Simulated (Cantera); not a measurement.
A perfectly stirred reactor is fed with H2 : O2 = 0.21 : 1 (molar parts), at 20.0 Torr; it is held at 1450 K, and followed from long to short residence time.

Model: the H2/O2 subset of GRI-Mech 3.0, which has no nitrogen chemistry, integrated in Cantera. Radical loss at walls, strong at low pressure, is not modelled. The temperature is held fixed by assumption; the heat of reaction is taken as removed at once.

Task: What does this change do: H2 0.21 to 0.91 parts?

Result: 
```json
[
 {"quantity": "x(H2) at τ = 0.990 s", "before": "0.000323", "after": "0.00159"},
 {"quantity": "x(O2) at τ = 0.990 s", "before": "0.806", "after": "0.372"},
 {"quantity": "x(H) at τ = 0.990 s", "before": "0.000214", "after": "0.000548"},
 {"quantity": "x(OH) at τ = 0.990 s", "before": "0.00353", "after": "0.00553"},
 {"quantity": "x(H2O2) at τ = 0.990 s", "before": "9.66e-8", "after": "3.12e-7"},
 {"quantity": "x(H2) at τ = 16.0 ms", "before": "0.00397", "after": "0.0216"},
 {"quantity": "x(O2) at τ = 16.0 ms", "before": "0.772", "after": "0.355"},
 {"quantity": "x(H) at τ = 16.0 ms", "before": "0.0102", "after": "0.0310"},
 {"quantity": "x(OH) at τ = 16.0 ms", "before": "0.0123", "after": "0.0202"},
 {"quantity": "x(H2O2) at τ = 16.0 ms", "before": "2.81e-7", "after": "9.17e-7"}
]
```

Task: What does this change do: O2 1 to 7.8 parts?

Result: 
```tsv
quantity	before	after
x(H2) at τ = 0.990 s	0.000323	4.49e-5
x(O2) at τ = 0.990 s	0.806	0.970
x(H) at τ = 0.990 s	0.000214	6.62e-5
x(OH) at τ = 0.990 s	0.00353	0.00132
x(H2O2) at τ = 0.990 s	9.66e-8	1.84e-8
x(H2) at τ = 16.0 ms	0.00397	0.000401
x(O2) at τ = 16.0 ms	0.772	0.955
x(H) at τ = 16.0 ms	0.0102	0.00115
x(OH) at τ = 16.0 ms	0.0123	0.00341
x(H2O2) at τ = 16.0 ms	2.81e-7	4.25e-8
```
